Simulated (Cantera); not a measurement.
Input: 1 mol Cu2O, 0.77 mol CO, 1.9 mol H2, equilibrated at 12000 Pa.

Equilibrium computed with Cantera from the NASA thermochemical tables; the gas is ideal and each condensed phase is pure. Candidate condensed phases: C, C6H6, C7H8, C8H18, Cu, CuO, Cu(OH)2, Cu2O, H2O; 113 gas species. The numbers say what is thermodynamically allowed, not how fast it happens.

Task: What share of the Cu ends up in condensed phases as a function of T (K), at 1300, 1400, 1500, 1600, 1700, 1800, 1900, 2000, 2100, 2200, 2300, 2400, 2500, 2600?

Result: 
| T (K) | Cu condensed (%) | as |
|---|---|---|
| 1300 | 100.0 | Cu(s) |
| 1400 | 100.0 | Cu(l) |
| 1500 | 100.0 | Cu(l) |
| 1600 | 100.0 | Cu(l) |
| 1700 | 99.8 | Cu(l) |
| 1800 | 99.4 | Cu(l) |
| 1900 | 98.2 | Cu(l) |
| 2000 | 95.0 | Cu(l) |
| 2100 | 87.1 | Cu(l) |
| 2200 | 67.3 | Cu(l) |
| 2300 | 7.3 | Cu(l) |
| 2400 | 0.0 | - |
| 2500 | 0.0 | - |
| 2600 | 0.0 | - |
